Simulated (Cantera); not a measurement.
Input: 1 mol MgO, 2.3 mol HCl, 6.8 mol N₂, at 1125 K and 375 Torr.

These are equilibrium values from Cantera (NASA tables, ideal gas, pure condensed phases), not measurements of a reactor. Candidate condensed phases: H₂O, Mg, MgCl₂, MgO, Mg(OH)₂, NH₄Cl; 38 gas species. Kinetics and transport are ignored.

Base state: N₂ 0.747, HCl 0.247, H₂O 0.00280, MgCl₂ 0.00280 (mole fractions); condensed: MgO(s).

Task: What changes in the equilibrium state with this change: temperature from 1125 K to 1750 K?

Result: 
| species | before | after |
|---|---|---|
| N₂ | 0.747 | 0.747 |
| HCl | 0.247 | 0.189 |
| MgCl₂ | 0.00280 | 0.0311 |
| H₂O | 0.00280 | 0.0311 |
| OH | <1e-9 | 2.04e-5 |
| NO | <1e-9 | 1.26e-5 |
| Cl | 5.49e-6 | 0.00163 |
| H₂ | 6.32e-6 | 0.000861 |
| Cl₂ | 3.58e-6 | 2.16e-5 |
| MgO(s), mol | 0.975 | 0.717 |
